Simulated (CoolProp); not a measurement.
The fluoroketone C6F12O (FK-5-1-12) along the isobar 1180 kPa: Z from the reference equation and from simpler models built on Tc = 441.8 K, pc = 1869 kPa, ω = 0.471; each cubic takes its own stable root.

The numbers come from the reference Helmholtz-energy equation of state, McLinden 2015 in CoolProp.

```tsv
T (K)	phase	reference
375.2	liquid	0.08909
384.8	liquid	0.08974
394.4	liquid	0.09089
404	liquid	0.09277
413.6	liquid	0.09595
423.2	gas	0.6514
432.8	gas	0.6989
442.4	gas	0.7348
452	gas	0.7636
461.6	gas	0.7876
471.2	gas	0.8080
480.8	gas	0.8257
490.4	gas	0.8411
500	gas	0.8548
```

Question: How far does each simpler model (van der Waals, Redlich-Kwong, Soave-Redlich-Kwong, Peng-Robinson) lie from the reference over these 14 states: mean and median of the absolute difference, and the worst?

Answer: 
- van der Waals: mean 107.6 %, median 6.0 %, worst +634.2 % at 413.6 K and 1180 kPa
- Redlich-Kwong: mean 49.5 %, median 2.3 %, worst +576.4 % at 413.6 K and 1180 kPa
- Soave-Redlich-Kwong: mean 6.2 %, median 1.2 %, worst +20.3 % at 413.6 K and 1180 kPa
- Peng-Robinson: mean 2.0 %, median 1.7 %, worst +6.4 % at 413.6 K and 1180 kPa

At some of these states van der Waals, Redlich-Kwong gives the other phase, because its saturation line lies elsewhere.
